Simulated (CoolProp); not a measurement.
A simple Rankine cycle with dimethyl ether: condensing at 300.15 K, boiler at 4.4 MPa, turbine inlet 394.3 K, turbine efficiency 0.9, pump efficiency 0.6, no recuperator. Each further row changes one setting.

Values from CoolProp's reference Helmholtz-energy equation of state, Wu 2011.

```json
[
 {"case": "as stated", "thermal efficiency (%)": "15.0", "net work (kJ/kg)": "66.6", "heat in (kJ/kg)": "443", "turbine exit temperature (K)": "300.1", "volume ratio over the turbine": "8.14"},
 {"case": "turbine inlet 414.3 K", "thermal efficiency (%)": "16.0", "net work (kJ/kg)": "81.3", "heat in (kJ/kg)": "509", "turbine exit temperature (K)": "317.6", "volume ratio over the turbine": "7.25"},
 {"case": "condensing temperature 292.15 K", "thermal efficiency (%)": "16.4", "net work (kJ/kg)": "75.7", "heat in (kJ/kg)": "462", "turbine exit temperature (K)": "292.1", "volume ratio over the turbine": "10.2"},
 {"case": "boiler pressure 3.08 MPa", "thermal efficiency (%)": "13.9", "net work (kJ/kg)": "69.4", "heat in (kJ/kg)": "500", "turbine exit temperature (K)": "319.4", "volume ratio over the turbine": "4.89"},
 {"case": "turbine efficiency 0.8", "thermal efficiency (%)": "13.1", "net work (kJ/kg)": "58.1", "heat in (kJ/kg)": "443", "turbine exit temperature (K)": "300.1", "volume ratio over the turbine": "8.32"}
]
```

The expansion ends wet for: as stated; condensing temperature 292.15 K; turbine efficiency 0.8.
